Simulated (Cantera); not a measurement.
Feed: 1 mol SO2, 9 mol H2O, 1.3 mol N2, equilibrated at 1723.15 K and 113 Torr.

These are equilibrium values from Cantera (NASA tables, ideal gas, pure condensed phases), not measurements of a reactor. Candidate condensed phases: H2O, H2SO4, S; 35 gas species. The numbers say what is thermodynamically allowed, not how fast it happens.

Base state: H2O 0.793, N2 0.115, SO2 0.0883, H2 0.00185, O2 0.000797, OH 0.000477, NO 7.45e-5, SO 6.51e-5 (mole fractions); condensed: gas only.

Task: What changes in the equilibrium state with this change: temperature from 1723.15 K to 2800 K?

Result: 
```json
[
 {"species": "H2O", "before": "0.793", "after": "0.472"},
 {"species": "H2", "before": "0.00185", "after": "0.120"},
 {"species": "N2", "before": "0.115", "after": "0.0935"},
 {"species": "OH", "before": "0.000477", "after": "0.0811"},
 {"species": "O", "before": "4.15e-6", "after": "0.0311"},
 {"species": "H", "before": "2.03e-5", "after": "0.0731"},
 {"species": "SO", "before": "6.51e-5", "after": "0.0171"},
 {"species": "O2", "before": "0.000797", "after": "0.0493"},
 {"species": "SO2", "before": "0.0883", "after": "0.0557"},
 {"species": "S", "before": "2.04e-8", "after": "0.00117"},
 {"species": "S2", "before": "<1e-9", "after": "1.12e-5"},
 {"species": "SH", "before": "3.06e-8", "after": "0.000292"},
 {"species": "H2S", "before": "2.06e-8", "after": "1.94e-5"}
]
```

Task: What changes in the equilibrium state with this change: temperature from 1723.15 K to 1573.15 K?

Result: 
```
species    before     after
-------  --------  --------
H2O         0.793     0.796
N2          0.115     0.115
SO2        0.0883    0.0884
H2        0.00185  0.000609
O2       0.000797  0.000263
H         2.03e-5   2.60e-6
SO        6.51e-5   1.52e-5
OH       0.000477  0.000122
```
